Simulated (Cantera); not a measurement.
Thermodynamics of silicon nitride deposition, feed SiF₄ + NH₃ + N₂

Feed: 1 mol SiF₄, 0.61 mol NH₃, a varied amount of N₂, equilibrated at 1198 K and 0.390 bar.

Equilibrium computed with Cantera from the NASA thermochemical tables; the gas is ideal and each condensed phase is pure. Candidate condensed phases: Si, Si₃N₄; 37 gas species. The tables' values for SiF₃ are old estimates; treat these amounts as uncertain. Equilibrium is a limit: real reactors are often held back by kinetics, nucleation or transport.

```
n(N₂) (mol)  log p N₂  log p SiF₄  log p H₂  log p HF  n Si₃N₄(s)
-----------  --------  ----------  --------  --------  ----------
2.3             -0.65       -1.07     -1.11     -3.22    0.000151
3               -0.61       -1.13     -1.17     -3.26    0.000197
4               -0.57       -1.21     -1.24     -3.31    0.000251
5.3             -0.54       -1.29     -1.33     -3.37    0.000306
7               -0.51       -1.38     -1.42     -3.43    0.000363
9.4             -0.49       -1.48     -1.52     -3.50    0.000427
12              -0.47       -1.56     -1.60     -3.57    0.000482
16              -0.46       -1.67     -1.71     -3.64    0.000550
22              -0.44       -1.80     -1.84     -3.74    0.000629
29              -0.44       -1.91     -1.95     -3.82    0.000701
39              -0.43       -2.03     -2.07     -3.91    0.000783
```
log p: log10 of the partial pressure in bar; n: condensed amount in mol.

From 2.3 mol N₂ to 39 mol N₂ the condensed part is Si₃N₄(s). The main Si-bearing gas is SiF₄ throughout.
